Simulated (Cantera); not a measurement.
Charge: 1 mol SiCl4, 0.15 mol NH3, 58 mol H2, held at 950 °C and 13.3 mbar.

Cantera equilibrium calculation (NASA polynomials, part measured and part estimated; ideal gas, pure solids and liquids). Candidate condensed phases: NH4Cl, Si, Si3N4; 28 gas species. Mutual solubility and eutectic melting of coexisting phases are not modelled. The tables' values for SiCl3 are old estimates; treat these amounts as uncertain. The numbers say what is thermodynamically allowed, not how fast it happens.

Base state: H2 0.944, HCl 0.0479, SiCl2 0.00590, SiCl4 0.000774, SiCl3 0.000757, SiHCl3 0.000472, SiH2Cl2 3.83e-5 (mole fractions); condensed: Si(s) + Si3N4(s).

Problem. What changes in the equilibrium state with this change: temperature from 950 °C to 1302 °C?

Solution. 
```csv
species,before,after
H2,0.944,0.941
HCl,0.0479,0.0488
SiCl2,0.00590,0.00860
N2,4.32e-6,0.00124
SiCl4,0.000774,1.89e-6
H,2.54e-6,0.000349
Cl,1.11e-7,1.44e-5
"Si(s), mol",0.410,0.475
"Si3N4(s), mol",0.0374,0
```

Problem. What changes in the equilibrium state with this change: temperature from 950 °C to 450 °C?

Solution. 
```csv
species,before,after
H2,0.944,0.977
SiCl4,0.000774,0.0144
HCl,0.0479,0.00811
SiCl2,0.00590,5.58e-9
SiCl3,0.000757,5.68e-7
"Si(s), mol",0.410,0
"Si3N4(s), mol",0.0374,0.0375
```

Problem. What changes in the equilibrium state with this change: NH3 from 0.15 to 1.5 mol?

Solution. 
```json
[
 {"species": "H2", "before": "0.944", "after": "0.935"},
 {"species": "HCl", "before": "0.0479", "after": "0.0634"},
 {"species": "N2", "before": "4.32e-6", "after": "0.00155"},
 {"species": "SiCl2", "before": "0.00590", "after": "0.000208"},
 {"species": "SiH2Cl2", "before": "3.83e-5", "after": "1.33e-6"},
 {"species": "SiHCl3", "before": "0.000472", "after": "2.20e-5"},
 {"species": "SiCl3", "before": "0.000757", "after": "3.54e-5"},
 {"species": "Si(s), mol", "before": "0.410", "after": "0"},
 {"species": "Si3N4(s), mol", "before": "0.0374", "after": "0.327"}
]
```
